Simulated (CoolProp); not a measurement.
CH3F (R41) at several states: fugacity coefficient from the reference equation and from simpler models built on Tc = 317.3 K, pc = 59.06 bar, ω = 0.200; each cubic takes its own stable root.

Model: reference Helmholtz-energy equation of state, Lemmon 2006, in CoolProp. It is a short technical equation, of lower accuracy than the large ones.

| T (K) | p (bar) | phase | reference |
|---|---|---|---|
| 246.4 | 154 | liquid | 0.06931 |
| 273.5 | 31 | liquid | 0.5297 |
| 135.8 | 0.423 | liquid | 0.01781 |

**Question.** How far does each simpler model (van der Waals, Redlich-Kwong, Soave-Redlich-Kwong, Peng-Robinson) lie from the reference over these 3 states: mean and median of the absolute difference, and the worst?

**Answer.** 
- van der Waals: mean 1878.3 %, median 154.5 %, worst +5434.0 % at 135.8 K and 0.423 bar
- Redlich-Kwong: mean 37.9 %, median 40.7 %, worst +54.5 % at 135.8 K and 0.423 bar
- Soave-Redlich-Kwong: mean 13.8 %, median 14.1 %, worst -20.4 % at 135.8 K and 0.423 bar
- Peng-Robinson: mean 6.7 %, median 7.3 %, worst -8.5 % at 135.8 K and 0.423 bar

At some of these states van der Waals gives the other phase, because its saturation line lies elsewhere.
